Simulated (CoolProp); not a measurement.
Hydrogen chloride along the isobar 12.2 MPa: density (kg/m³) from the reference equation and from simpler models built on Tc = 324.7 K, pc = 8.314 MPa, ω = 0.130; each cubic takes its own stable root.

Model: reference Helmholtz-energy equation of state, Thol 2018, in CoolProp.

```tsv
T (K)	phase	reference	Redlich-Kwong	Peng-Robinson
226.7	liquid	1106	958.7	1096
238.7	liquid	1074	926.2	1060
250.8	liquid	1040	891.0	1022
262.9	liquid	1003	853.2	979.0
275	liquid	963.4	812.0	931.5
287	liquid	920.1	767.1	878.5
299.1	liquid	870.7	716.5	817.1
311.2	liquid	812.2	658.3	744.5
323.3	liquid	737.5	588.6	654.6
335.4	supercritical	625.6	498.9	534.2
347.4	supercritical	427.6	382.1	383.5
359.5	supercritical	295.0	289.1	289.0
371.6	supercritical	243.0	241.6	242.5
383.7	supercritical	213.4	213.0	214.0
```
